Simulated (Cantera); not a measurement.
Input (Python, Cantera) and output of one run.

```python
import numpy as np
import cantera as ct

gas_names = """
    CL CL2 H HCL H2 Si SiCL SiCL2 SiCL3 SiCL4 SiH SiHCL3 SiH2 SiH2CL2 SiH3 SiH3CL SiH4 Si2 Si3
""".split()
cond_names = """
    Si(cr) Si(L)
""".split()


def load(file, names, dense=False):
    # The tables refer to 1 bar. Condensed volumes are neglected.
    table = {s.name: s for s in ct.Species.list_from_file(file)}
    out = []
    for n in names:
        d = dict(table[n].input_data)
        d["thermo"] = dict(d["thermo"], **{"reference-pressure": 1e5})
        if dense:
            d["equation-of-state"] = {"model": "constant-volume", "density": "1e6 g/cm^3"}
        out.append(ct.Species.from_dict(d))
    return out


gas = ct.Solution(thermo="ideal-gas", species=load("nasa_gas.yaml", gas_names))
cond = {s.name: ct.Solution(thermo="fixed-stoichiometry", species=[s], name=s.name)
        for s in load("nasa_condensed.yaml", cond_names, dense=True)}
atoms = {
    'Si': {'Si': 1},
    'HCl': {'H': 1, 'CL': 1},
    'H2': {'H': 2},
}
top_T = {}  # K; cautious upper limits of use, not melting points


def equilibrate(T, P, feed):
    n = {}
    for name, mol in feed.items():
        for a, k in atoms[name].items():
            n[a] = n.get(a, 0.0) + k * mol
    gas.TPX = T, P, n
    mass = sum(n.values()) * gas.mean_molecular_weight
    gas.equilibrate("TP")
    valid = [c for c in cond.values() if c.min_temp <= T <= top_T.get(c.name, c.max_temp)]
    mix = ct.Mixture([(gas, mass / gas.mean_molecular_weight)] + [(c, 0.0) for c in valid])
    mix.T, mix.P = T, P
    mix.equilibrate("TP", solver="vcs", rtol=1e-11, max_steps=5000)
    return mix


results = []
feed = {'Si': 1, 'HCl': 1.9, 'H2': 3.2}  # mol
P = 13332.2  # Pa
for T in [525, 600, 675, 750, 825, 900, 975, 1050, 1125, 1200, 1275]:
    mix = equilibrate(T, P, feed)
    results.append((T, P, feed, dict(zip(mix.species_names, mix.species_moles))))
    x = sorted(zip(gas.X, gas.species_names), reverse=True)
    print(f"T = {T:g} K  P = {P:g} Pa  gas = {mix.phase_moles(0):.4g} mol")
    print("   x: " + "  ".join(f"{s} {v:.3e}" for v, s in x if v > 1e-05))
    print("   condensed (mol): " + ("  ".join(f"{mix.phase(i).name} {mix.phase_moles(i):.4g}"
          for i in range(1, mix.n_phases) if mix.phase_moles(i) > 1e-12) or "none"))
```

Output:

```
T = 525 K  P = 13332.2 Pa  gas = 4.585 mol
   x: H2 8.876e-01  SiCL4 7.769e-02  SiHCL3 3.417e-02  SiH2CL2 5.747e-04
   condensed (mol): Si(cr) 0.4845
T = 600 K  P = 13332.2 Pa  gas = 4.586 mol
   x: H2 8.878e-01  SiCL4 7.843e-02  SiHCL3 3.306e-02  SiH2CL2 6.985e-04  HCL 5.790e-05
   condensed (mol): Si(cr) 0.4856
T = 675 K  P = 13332.2 Pa  gas = 4.587 mol
   x: H2 8.878e-01  SiCL4 7.911e-02  SiHCL3 3.197e-02  SiH2CL2 8.000e-04  HCL 2.882e-04
   condensed (mol): Si(cr) 0.4868
T = 750 K  P = 13332.2 Pa  gas = 4.589 mol
   x: H2 8.875e-01  SiCL4 7.961e-02  SiHCL3 3.092e-02  HCL 1.034e-03  SiH2CL2 8.818e-04  SiCL3 2.121e-05
   condensed (mol): Si(cr) 0.4886
T = 825 K  P = 13332.2 Pa  gas = 4.592 mol
   x: H2 8.864e-01  SiCL4 7.974e-02  SiHCL3 2.989e-02  HCL 2.923e-03  SiH2CL2 9.460e-04  SiCL3 9.824e-05  SiCL2 1.067e-05
   condensed (mol): Si(cr) 0.4917
T = 900 K  P = 13332.2 Pa  gas = 4.598 mol
   x: H2 8.837e-01  SiCL4 7.919e-02  SiHCL3 2.879e-02  HCL 6.904e-03  SiH2CL2 9.929e-04  SiCL3 3.489e-04  SiCL2 7.327e-05
   condensed (mol): Si(cr) 0.497
T = 975 K  P = 13332.2 Pa  gas = 4.609 mol
   x: H2 8.785e-01  SiCL4 7.746e-02  SiHCL3 2.747e-02  HCL 1.416e-02  SiH2CL2 1.020e-03  SiCL3 1.004e-03  SiCL2 3.685e-04
   condensed (mol): Si(cr) 0.5053
T = 1050 K  P = 13332.2 Pa  gas = 4.629 mol
   x: H2 8.697e-01  SiCL4 7.380e-02  HCL 2.590e-02  SiHCL3 2.572e-02  SiCL3 2.423e-03  SiCL2 1.442e-03  SiH2CL2 1.022e-03  SiH3CL 1.057e-05
   condensed (mol): Si(cr) 0.5167
T = 1125 K  P = 13332.2 Pa  gas = 4.662 mol
   x: H2 8.561e-01  SiCL4 6.718e-02  HCL 4.291e-02  SiHCL3 2.328e-02  SiCL3 4.989e-03  SiCL2 4.558e-03  SiH2CL2 9.898e-04  SiH3CL 1.125e-05
   condensed (mol): Si(cr) 0.5291
T = 1200 K  P = 13332.2 Pa  gas = 4.714 mol
   x: H2 8.370e-01  HCL 6.492e-02  SiCL4 5.665e-02  SiHCL3 1.987e-02  SiCL2 1.189e-02  SiCL3 8.762e-03  SiH2CL2 9.124e-04  SiH3CL 1.146e-05
   condensed (mol): Si(cr) 0.5376
T = 1275 K  P = 13332.2 Pa  gas = 4.789 mol
   x: H2 8.132e-01  HCL 8.974e-02  SiCL4 4.225e-02  SiCL2 2.567e-02  SiHCL3 1.545e-02  SiCL3 1.291e-02  SiH2CL2 7.834e-04  SiH3CL 1.109e-05
   condensed (mol): Si(cr) 0.5351
```

Cantera equilibrium calculation (NASA polynomials, part measured and part estimated; ideal gas, pure solids and liquids). The tables' values for SiCl3 are old estimates; treat these amounts as uncertain.
